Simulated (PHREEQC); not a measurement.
## Brine: speciation

A solution holds 1.7 mol/kgw H2SO4 and 1.1 mol/kgw MgSO4, at 25 °C. Closed to the air; pH follows from the charge balance.

Model: Pitzer model, pitzer.dat, run in PHREEQC.

Precipitation was switched off in this run.

**Question.** Predict the pH, activity of water, density.

**Answer.** pH -0.57; activity of water 0.883; density 1.196 g/cm³.

**Question.** In which forms is S present?

**Answer.** HSO4- 68 %, SO4-2 32 % of the S.

In brines, pH and single-ion activities rest on the MacInnes convention.
